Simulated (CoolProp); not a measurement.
R407C along the isobar 4.79 MPa: density (kg/m³) from the reference equation and from simpler models built on Tc = 359.3 K, pc = 4.632 MPa, ω = 0.363; each cubic takes its own stable root.

The numbers come from the reference Helmholtz-energy equation of state, Lemmon 2003 in CoolProp. It is a pseudo-pure fit of the blend.

```tsv
T (K)	phase	reference
314.6	liquid	1091
324.2	liquid	1043
333.7	liquid	988.4
343.3	liquid	919.6
362.4	supercritical	368.4
371.9	supercritical	249.2
381.5	supercritical	212.9
```

**Question.** How far does each simpler model (van der Waals, Redlich-Kwong, Soave-Redlich-Kwong, Peng-Robinson) lie from the reference over these 7 states: mean and median of the absolute difference, and the worst?

**Answer.** 
- van der Waals: mean 23.5 %, median 38.4 %, worst -39.3 % at 314.6 K and 4.79 MPa
- Redlich-Kwong: mean 12.4 %, median 17.7 %, worst -20.9 % at 343.3 K and 4.79 MPa
- Soave-Redlich-Kwong: mean 12.1 %, median 13.4 %, worst -17.0 % at 343.3 K and 4.79 MPa
- Peng-Robinson: mean 3.7 %, median 2.7 %, worst -7.7 % at 362.4 K and 4.79 MPa
